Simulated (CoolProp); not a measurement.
Properties of R236EA along the isobar 6 MPa (Tc = 139.3 °C, pc = 3.414 MPa, ω = 0.368).

The numbers come from the reference Helmholtz-energy equation of state, Rui 2013 in CoolProp.

```tsv
T (°C)	phase	Z	cp (kJ/(kg K))	Joule-Thomson coefficient (K/MPa)
-8.75	liquid	0.2689	1.209	-0.2865
7.65	liquid	0.2608	(withheld)	-0.2589
24.05	liquid	0.2544	1.237	-0.2231
40.45	liquid	0.2496	1.260	(withheld)
56.85	liquid	0.2463	1.288	-0.1143
73.25	liquid	0.2448	1.323	-0.02953
89.65	liquid	0.2453	1.368	0.09162
106.05	liquid	0.2485	1.430	(withheld)
122.45	liquid	0.2559	1.522	(withheld)
138.85	liquid	0.2710	1.674	1.202
```

**Question.** Some entries are withheld; supply them.

**Answer.** 
- 7.65, cp (kJ/(kg K)): 1.221
- 40.45, Joule-Thomson coefficient (K/MPa): -0.1764
- 106.05, Joule-Thomson coefficient (K/MPa): 0.2777
- 122.45, Joule-Thomson coefficient (K/MPa): 0.5933
